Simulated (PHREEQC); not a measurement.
Acid rinse or clean with mixed reagents: speciation

Solution A (0.0022 mol/kgw HCl, 0.12 mol/kgw NaCl and 0.019 mol/kgw KCl) is mixed with solution B (0.0041 mol/kgw NH4HF2, 3.8e-06 mol/kgw H4SiO4 and 0.0089 mol/kgw K2CO3) at 20 °C; shares are by mass of water, 1 kg in all. Oxygen is held at 0.21 atm. The system is closed to CO2. Only these solids could form: SiO2(a), Halite, Sylvite.

The series has 11 steps of share of solution B, from 0 to 1.

All values are PHREEQC results (ion-association model, phreeqc.dat), not measurements.

**Question.** Between which two steps does the pH jump most, and from what to what?

**Answer.** Between share of solution B = 0.1 and 0.2: from 3.47 to 6.34.

SiF6-2 is the database's only silicon fluoride.
